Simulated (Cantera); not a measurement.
A perfectly stirred reactor is fed with H2 : O2 : N2 = 1.7 : 1 : 16 (molar parts), equivalence ratio 0.85, at 15000 Pa; it is held at 1375 K, and followed from long to short residence time.

Detailed kinetics in Cantera: GRI-Mech 3.0 (53 species, 325 reactions). The temperature is held fixed by assumption; the heat of reaction is taken as removed at once.

One state of this run: x H2 = 0.0136; x O2 = 0.0181; x O = 0.00607; x H2O = 0.0635; x OH = 0.00285; x NO = 8.64e-6. x: mole fraction; the columns are a selection and need not sum to one.

Task: Which value of τ (s) does it belong to?
A. 0.0017
B. 0.070
C. 0.13
D. 0.24

Result: A, 0.0017
